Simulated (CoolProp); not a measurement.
Vapour-liquid equilibrium of R143a (1) + R152A (2) at 273.9 K; x and y are mole fractions of (1).

The numbers come from the multi-fluid Helmholtz-energy mixture model, Lemmon and Jacobsen 2000 and Outcalt 1996; pair parameters Bell 2016 in CoolProp.

| x | bubble pressure (kPa) | y at the bubble point | dew pressure at overall composition x (kPa) | liquid density (mol/L) |
|---|---|---|---|---|
| 0.05 | 295.1 | 0.119 | 280.7 | 14.37 |
| 0.125 | [?] | 0.261 | 296.3 | 14.18 |
| 0.2 | 360.2 | 0.374 | [?] | 13.99 |
| 0.275 | 389.8 | 0.466 | [?] | 13.81 |
| 0.35 | 418.0 | 0.545 | 353.1 | 13.63 |
| 0.425 | 445.0 | [?] | 376.2 | 13.45 |
| 0.5 | [?] | [?] | 401.6 | 13.27 |
| 0.575 | 496.4 | 0.731 | 429.6 | 13.10 |
| 0.65 | 521.2 | 0.783 | [?] | 12.93 |
| 0.725 | 545.7 | [?] | 493.6 | 12.76 |
| 0.8 | 570.0 | 0.880 | 529.3 | 12.59 |
| 0.875 | 594.1 | 0.926 | 567.3 | 12.43 |
| 0.95 | 618.2 | 0.971 | 607.0 | 12.26 |

Task: Complete the blanks.

Result: 
- 0.125, bubble pressure (kPa): 328.7
- 0.2, dew pressure at overall composition x (kPa): 313.4
- 0.275, dew pressure at overall composition x (kPa): 332.3
- 0.425, y at the bubble point: 0.613
- 0.5, bubble pressure (kPa): 471.0
- 0.5, y at the bubble point: 0.675
- 0.65, dew pressure at overall composition x (kPa): 460.3
- 0.725, y at the bubble point: 0.833

No azeotrope shows between x = 0.05 and 0.95.

The pair parameters rest on a limited set of measurements; away from them the model extrapolates.
